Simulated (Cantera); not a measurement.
An isothermal, constant-pressure homogeneous reactor starts with N₂O : N₂ = 1 : 0.41 (molar parts), at 1225 K and 1.01 bar.

Cantera simulation using GRI-Mech 3.0 (53 species, 325 reactions); the numbers are that mechanism's predictions, not measurements. GRI-Mech 3.0 was tuned for natural gas; its chemistry of N2O as a main component is partial and can be far from experiment. The mechanism lacks the step 2 NO + O2 → 2 NO2, which can matter for NO2 below about 1400 K. The temperature is held fixed by assumption; the heat of reaction is taken as removed at once.

Question: Predict: x(N₂O) at 10.0 s; x(NO₂) at 10.0 s; x(O) at 10.0 s; x(O₂) at 10.0 s; x(NO) at 10.0 s; x(N₂) at 10.0 s.

Answer: 
- x(N₂O) at 10.0 s: 0.00183 (gas-phase equilibrium 1.72e-8)
- x(NO₂) at 10.0 s: 0.000601 (gas-phase equilibrium 4.31e-6)
- x(O) at 10.0 s: 3.97e-8 (gas-phase equilibrium 2.15e-8)
- x(O₂) at 10.0 s: 0.239 (gas-phase equilibrium 0.262)
- x(NO) at 10.0 s: 0.0430 (gas-phase equilibrium 0.000256)
- x(N₂) at 10.0 s: 0.715 (gas-phase equilibrium 0.738)
